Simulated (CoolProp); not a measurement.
Computed with CoolProp (reference Helmholtz-energy equation of state, Wagner 2002).

Q: Give the vapour pressure (MPa), vapour viscosity (µPa s), liquid conductivity (mW/(m K)) of saturated water at 150.85, 298.55 °C.

A: 
| T (°C) | p (MPa) | vapour viscosity (µPa s) | liquid conductivity (mW/(m K)) |
|---|---|---|---|
| 150.85 | 0.487 | 14.0 | 681 |
| 298.55 | 8.41 | 19.5 | 555 |

Viscosity comes from a separate model (Huber 2009). Thermal conductivity comes from a separate model (Huber 2012).
